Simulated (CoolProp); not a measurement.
Values from CoolProp's reference Helmholtz-energy equation of state, Penoncello 2003.

For CHF3 (R23), give the phase and the Z, Joule-Thomson coefficient (K/MPa), conductivity (mW/(m K)) at 256.9 K and 1.72 MPa.


- 256.9 K and 1.72 MPa: liquid; Z 0.0492, Joule-Thomson coefficient 0.242, conductivity 89.6

Thermal conductivity comes from a separate model (Shan 2000).
